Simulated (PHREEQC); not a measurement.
Dissolve 17 mmol/kgw HF and 69 mmol/kgw KF at 40 °C. Closed to the air; pH follows from the charge balance.

Computed with PHREEQC (ion-association model, phreeqc.dat).

This is a speciation only: nothing precipitates in the calculation.

Q: Predict the pH.

A: pH 3.88.

Q: In which forms is F present?

A: F- 76 %, HF 15 %, HF2- 8.4 % of the F.

Away from 25 °C the constants follow the database's enthalpies or fits; those with neither stay at their 25 °C values.
